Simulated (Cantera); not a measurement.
Input (Python, Cantera) and output of one run.

```python
import numpy as np
import cantera as ct

gas_names = """
    O2 B2O2 H2O HBO2
""".split()
cond_names = """

""".split()


def load(file, names, dense=False):
    # The tables refer to 1 bar. Condensed volumes are neglected.
    table = {s.name: s for s in ct.Species.list_from_file(file)}
    out = []
    for n in names:
        d = dict(table[n].input_data)
        d["thermo"] = dict(d["thermo"], **{"reference-pressure": 1e5})
        if dense:
            d["equation-of-state"] = {"model": "constant-volume", "density": "1e6 g/cm^3"}
        out.append(ct.Species.from_dict(d))
    return out


species = {s.name: s for s in load("nasa_gas.yaml", gas_names) + load("nasa_condensed.yaml", cond_names)}
# Each term lists the table entries of one substance; the one whose range holds T is used.
reactions = {
    'O2(g) + 2 B2O2(g) + 2 H2O(g) = 4 HBO2(g)':
        [(-1, ['O2']), (-2, ['B2O2']), (-2, ['H2O']), (4, ['HBO2'])],
}


def pick(names, T):
    return next(species[n] for n in names if species[n].thermo.min_temp <= T <= species[n].thermo.max_temp)


results = []
for label, terms in reactions.items():
    print(label)
    print("     T/K   dH/kJ  dS/(J/K)   dG/kJ   log10 K")
    for T in [2148, 2248, 2348, 2448, 2548]:
        used = [(nu, pick(names, T)) for nu, names in terms]
        dH = sum(nu * s.thermo.h(T) for nu, s in used) / 1e6
        dS = sum(nu * s.thermo.s(T) for nu, s in used) / 1e3
        dG = dH - T * dS / 1e3
        logK = -dG * 1e6 / (ct.gas_constant * T * np.log(10))
        results.append((label, T, dH, dS, dG, logK, [s.name for _, s in used]))
        print(f"{T:8g} {dH:8.1f} {dS:8.1f} {dG:8.1f} {logK:8.2f}")
```

Output:

```
O2(g) + 2 B2O2(g) + 2 H2O(g) = 4 HBO2(g)
     T/K   dH/kJ  dS/(J/K)   dG/kJ   log10 K
    2148   -865.3   -141.0   -562.3    13.67
    2248   -865.6   -141.2   -548.2    12.74
    2348   -865.9   -141.3   -534.1    11.88
    2448   -866.2   -141.5   -519.9    11.09
    2548   -866.6   -141.6   -505.8    10.37
```

Source: NASA polynomial tables (part measured, part estimated), evaluated in Cantera. Condensed species are held in their standard states even where they would react or evaporate.
